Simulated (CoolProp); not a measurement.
Properties of hexamethyldisiloxane (MM) along the isotherm 620 K.

Values from CoolProp's reference Helmholtz-energy equation of state, Thol 2016.

| p (kPa) | phase | speed of sound (m/s) | Joule-Thomson coefficient (K/MPa) | expansivity (1/kK) |
|---|---|---|---|---|
| 15.3 | gas | 180.0 | 5.249 | 1.622 |
| 31.4 | gas | 179.7 | 5.259 | 1.632 |
| 64.4 | gas | 179.2 | 5.280 | 1.652 |
| 132 | gas | 178.1 | 5.323 | 1.695 |
| 271 | gas | 175.8 | 5.410 | 1.787 |
| 558 | gas | 171.0 | 5.591 | 1.997 |
| 1140 | gas | 161.6 | 5.939 | 2.515 |
| 2350 | supercritical | 144.9 | 6.430 | 4.040 |
| 4830 | supercritical | 138.0 | 4.947 | 7.192 |
